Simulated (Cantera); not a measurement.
A Cantera script and what it prints.

```python
import numpy as np
import cantera as ct

gas_names = """
    H HO2 H2 H2O H2O2 Hg O OH O2 O3
""".split()
cond_names = """
    H2O(s) H2O(L) Hg(cr) Hg(L) HgO(s)
""".split()


# ... load() reads the species with a 1 bar reference pressure and builds the phases ...
atoms = {
    'HgO': {'Hg': 1, 'O': 1},
    'H2': {'H': 2},
}
top_T = {}  # K; cautious upper limits of use, not melting points


# ... equilibrate(T, P, feed) seeds the gas with the atoms and calls Mixture.equilibrate('TP', solver="vcs", rtol=1e-11, max_steps=5000) ...
results = []
feed = {'HgO': 1, 'H2': 0.051}  # mol
P = 100000  # Pa
for T in [525, 675, 825, 975, 1125, 1275, 1425, 1575]:
    mix = equilibrate(T, P, feed)
    results.append((T, P, feed, dict(zip(mix.species_names, mix.species_moles))))
    x = sorted(zip(gas.X, gas.species_names), reverse=True)
    print(f"T = {T:g} K  P = {P:g} Pa  gas = {mix.phase_moles(0):.4g} mol")
    print("   x: " + "  ".join(f"{s} {v:.3e}" for v, s in x if v > 0.0001))
    print("   condensed (mol): " + ("  ".join(f"{mix.phase(i).name} {mix.phase_moles(i):.4g}"
          for i in range(1, mix.n_phases) if mix.phase_moles(i) > 1e-12) or "none"))
```

It prints:

```
T = 525 K  P = 100000 Pa  gas = 0.05687 mol
   x: H2O 8.968e-01  Hg 1.032e-01
   condensed (mol): Hg(L) 0.04513  HgO(s) 0.949
T = 675 K  P = 100000 Pa  gas = 0.1094 mol
   x: Hg 5.112e-01  H2O 4.663e-01  O2 2.247e-02
   condensed (mol): HgO(s) 0.9441
T = 825 K  P = 100000 Pa  gas = 1.526 mol
   x: Hg 6.555e-01  O2 3.110e-01  H2O 3.343e-02
   condensed (mol): none
T = 975 K  P = 100000 Pa  gas = 1.526 mol
   x: Hg 6.555e-01  O2 3.110e-01  H2O 3.343e-02
   condensed (mol): none
T = 1125 K  P = 100000 Pa  gas = 1.526 mol
   x: Hg 6.555e-01  O2 3.110e-01  H2O 3.343e-02
   condensed (mol): none
T = 1275 K  P = 100000 Pa  gas = 1.526 mol
   x: Hg 6.555e-01  O2 3.110e-01  H2O 3.343e-02
   condensed (mol): none
T = 1425 K  P = 100000 Pa  gas = 1.526 mol
   x: Hg 6.555e-01  O2 3.110e-01  H2O 3.342e-02
   condensed (mol): none
T = 1575 K  P = 100000 Pa  gas = 1.526 mol
   x: Hg 6.555e-01  O2 3.110e-01  H2O 3.338e-02
   condensed (mol): none
```

Cantera equilibrium calculation (NASA polynomials, part measured and part estimated; ideal gas, pure solids and liquids).
